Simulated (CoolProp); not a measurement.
Properties of water along the isotherm 396.75 °C (Tc = 373.9 °C, pc = 220.6 bar, ω = 0.344).

The numbers come from the reference Helmholtz-energy equation of state, Wagner 2002 in CoolProp.

| p (bar) | phase | cp (kJ/(kg K)) | Joule-Thomson coefficient (K/MPa) | fugacity coefficient |
|---|---|---|---|---|
| 33.1 | gas | 2.310 | 7.526 | 0.9564 |
| 66.2 | gas | 2.649 | 7.380 | 0.9128 |
| 99.3 | gas | 3.118 | 7.142 | 0.8690 |
| 132 | gas | 3.783 | 6.825 | 0.8256 |
| 165 | gas | 4.809 | 6.425 | 0.7816 |
| 199 | gas | 6.645 | 5.912 | 0.7357 |
| 232 | supercritical | 10.53 | 5.257 | 0.6901 |
| 265 | supercritical | 24.11 | 4.185 | 0.6425 |
| 298 | supercritical | 23.00 | 2.329 | 0.5919 |
| 331 | supercritical | 12.65 | 1.481 | 0.5461 |

The peak of cp marks the crossing from liquid-like to gas-like fluid above the critical point.
